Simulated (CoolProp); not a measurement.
Computed with CoolProp (reference Helmholtz-energy equation of state, Smukala 2000).

Problem. For ethylene, give the phase and the Joule-Thomson coefficient (K/MPa) at 243.2 K and 0.261 MPa; 266.5 K and 0.261 MPa; 275.8 K and 0.261 MPa.

Solution. 
- 243.2 K and 0.261 MPa: gas; Joule-Thomson coefficient 17.1
- 266.5 K and 0.261 MPa: gas; Joule-Thomson coefficient 13.6
- 275.8 K and 0.261 MPa: gas; Joule-Thomson coefficient 12.4
